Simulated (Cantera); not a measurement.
Input (Python, Cantera):

```python
import numpy as np
import cantera as ct

gas = ct.Solution("h2o2.yaml")
gas.TPX = 525, 13332, {'H2': 1, 'O2': 0.312, 'N2': 1.17, 'H2O': 0.08}
flame = ct.FreeFlame(gas, width=0.16)
flame.set_refine_criteria(ratio=3, slope=0.08, curve=0.16)
flame.transport_model = "mixture-averaged"
flame.solve(loglevel=0, auto=True)
z, T = flame.grid, flame.T
thick = (T[-1] - T[0]) / np.gradient(T, z).max()
show = ['H2', 'O2', 'H2O', 'H2O2', 'OH', 'HO2']
print(f"laminar burning velocity  {flame.velocity[0] * 100:.3f} cm/s")
print(f"burnt temperature         {T[-1]:.1f} K")
print(f"thermal thickness         {thick * 1e3:.4f} mm")
print(f"grid points               {len(z)}")
z0 = z[flame.heat_release_rate.argmax()]
print(f"{'z/mm':>9s}{'T/K':>9s}{'u/(m/s)':>9s}" + "".join(f"{s:>11s}" for s in show))
rows = []
for k in (-3, -2, -1.5, -1, -0.5, -0.25, 0, 0.25, 0.5, 1, 2, 4, 8):
    zz = z0 + k * thick
    rows.append([k * thick, np.interp(zz, z, T), np.interp(zz, z, flame.velocity),
                 *(np.interp(zz, z, flame.X[gas.species_index(s)]) for s in show)])
    print(f"{rows[-1][0] * 1e3:9.3f}{rows[-1][1]:9.1f}{rows[-1][2]:9.3f}" + "".join(f"{x:11.3e}" for x in rows[-1][3:]))
```

Result:

```
laminar burning velocity  542.384 cm/s
burnt temperature         2276.7 K
thermal thickness         5.8073 mm
grid points               146
     z/mm      T/K  u/(m/s)         H2         O2        H2O       H2O2         OH        HO2
  -17.422    525.0    5.424  3.903e-01  1.218e-01  3.123e-02  4.460e-19  1.039e-20  4.435e-15
  -11.615    525.0    5.424  3.903e-01  1.218e-01  3.123e-02  1.158e-16  7.837e-17  5.622e-12
   -8.711    525.0    5.424  3.903e-01  1.218e-01  3.123e-02  1.551e-14  1.013e-14  4.069e-10
   -5.807    525.0    5.424  3.903e-01  1.218e-01  3.123e-02  5.551e-11  4.533e-11  1.846e-07
   -2.904    533.3    5.502  3.889e-01  1.217e-01  3.173e-02  1.014e-06  3.190e-05  6.951e-05
   -1.452    687.6    7.002  3.640e-01  1.172e-01  4.515e-02  1.670e-06  3.460e-04  4.190e-05
    0.000   1088.6   10.777  2.275e-01  7.130e-02  1.433e-01  3.858e-07  2.227e-03  1.380e-05
    1.452   1344.7   13.172  1.232e-01  1.317e-02  2.537e-01  4.093e-07  5.008e-03  2.361e-06
    2.904   1444.8   14.063  1.166e-01  6.304e-03  2.681e-01  3.679e-07  6.176e-03  1.026e-06
    5.807   1558.3   15.046  1.234e-01  5.108e-03  2.718e-01  2.848e-07  7.471e-03  7.321e-07
   11.615   1688.1   16.141  1.314e-01  4.095e-03  2.763e-01  1.754e-07  8.617e-03  5.225e-07
   23.229   1823.4   17.249  1.388e-01  2.972e-03  2.822e-01  9.432e-08  9.186e-03  3.527e-07
   46.458   1953.8   18.288  1.453e-01  1.917e-03  2.889e-01  4.885e-08  8.887e-03  2.281e-07
```

Detailed kinetics in Cantera: the H2/O2 subset of GRI-Mech 3.0, which has no nitrogen chemistry. Burning velocities carry a grid error of a few per cent, more on coarse grids.
